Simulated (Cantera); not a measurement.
Input: 1 mol Si3N4, 0.4 mol H2O, 400 mol N2, at 1573.15 K.

Cantera equilibrium calculation (NASA polynomials, part measured and part estimated; ideal gas, pure solids and liquids). Candidate condensed phases: H2O, Si, SiO2, Si2N2O, Si3N4; 35 gas species. Mutual solubility and eutectic melting of coexisting phases are not modelled. Kinetics and transport are ignored.

Q: Which condensed phases are stable at each of these points (P (Pa)): 0.100, 0.600, 3.60, 22, 130, 770, 4600, 28000, 170000, 1000000?

A: 
| P (Pa) | condensed phases | Si condensed (%) |
|---|---|---|
| 0.100 | gas only | 0.0 |
| 0.600 | gas only | 0.0 |
| 3.60 | Si(s) | 65.4 |
| 22 | Si3N4(s) | 83.5 |
| 130 | Si3N4(s) | 86.5 |
| 770 | Si2N2O(s) + Si3N4(s) | 97.6 |
| 4600 | Si2N2O(s) + Si3N4(s) | 99.8 |
| 28000 | Si2N2O(s) + Si3N4(s) | 100.0 |
| 170000 | Si2N2O(s) + Si3N4(s) | 100.0 |
| 1000000 | Si2N2O(s) + Si3N4(s) | 100.0 |

From 0.100 Pa to 0.600 Pa nothing is condensed. At 3.60 Pa the condensed part is Si(s). From 22.0 Pa to 1.30 mbar the condensed part is Si3N4(s). From 7.70 mbar to 10.0 bar the condensed part is Si2N2O(s) + Si3N4(s).
